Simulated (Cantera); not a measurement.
A perfectly stirred reactor is fed with 13.8 % CO, 9.37 % H2, 0.537 % CH4, 13.9 % O2, 52.2 % N2, 10.2 % H2O, equivalence ratio 0.91, at 390000 Pa; it is adiabatic with a 673 K inlet, and is followed from long to short residence time, starting on the burning branch (τ in s: 0.069, 0.036, 0.019, 0.0099, 0.0052, 0.0027, 0.0014, 0.00074, 0.00039, 0.0002, 0.00011, 5.6e-05).

Detailed kinetics in Cantera: GRI-Mech 3.0 (53 species, 325 reactions).

x: mole fraction; the columns are a selection and need not sum to one.

| τ (s) | T (K) | x CO | x H2 | x CH4 | x C2H4 | x NO | x C2H | x C2H6 |
|---|---|---|---|---|---|---|---|---|
| 0.069 | 2373 | 0.0107 | 0.00277 | ? | <1e-12 | 0.00356 | <1e-12 | <1e-12 |
| 0.036 | 2372 | 0.0109 | 0.00281 | ? | <1e-12 | 0.00298 | <1e-12 | <1e-12 |
| 0.019 | 2371 | 0.0112 | 0.00288 | ? | <1e-12 | 0.00227 | <1e-12 | <1e-12 |
| 0.0099 | 2367 | 0.0117 | 0.00302 | ? | 2.05e-12 | 0.00154 | <1e-12 | <1e-12 |
| 0.0052 | 2359 | 0.0127 | 0.00326 | ? | 6.24e-12 | 0.000970 | <1e-12 | <1e-12 |
| 0.0027 | 2343 | 0.0143 | 0.00369 | ? | 1.77e-11 | 0.000581 | <1e-12 | <1e-12 |
| 0.0014 | 2319 | 0.0169 | 0.00437 | ? | 4.41e-11 | 0.000345 | <1e-12 | 1.11e-12 |
| 0.00074 | 2283 | 0.0203 | 0.00534 | ? | 9.51e-11 | 0.000209 | 1.35e-12 | 2.83e-12 |
| 0.00039 | 2236 | 0.0247 | 0.00662 | ? | 1.88e-10 | 0.000127 | 2.38e-12 | 6.88e-12 |
| 0.00020 | 2174 | 0.0303 | 0.00827 | ? | 3.65e-10 | 7.68e-5 | 3.93e-12 | 1.71e-11 |
| 0.00011 | 2107 | 0.0361 | 0.00996 | ? | 6.66e-10 | 5.15e-5 | 5.86e-12 | 3.98e-11 |
| 5.6e-5 | 2017 | 0.0438 | 0.0120 | ? | 1.40e-9 | 3.53e-5 | 8.92e-12 | 1.12e-10 |

Task: Fill in the missing entries.

Result: 
- 0.069, x CH4: 6.06e-8
- 0.036, x CH4: 1.14e-7
- 0.019, x CH4: 2.10e-7
- 0.0099, x CH4: 3.85e-7
- 0.0052, x CH4: 6.88e-7
- 0.0027, x CH4: 1.21e-6
- 0.0014, x CH4: 2.04e-6
- 0.00074, x CH4: 3.30e-6
- 0.00039, x CH4: 5.28e-6
- 0.00020, x CH4: 8.69e-6
- 0.00011, x CH4: 1.39e-5
- 5.6e-5, x CH4: 2.49e-5
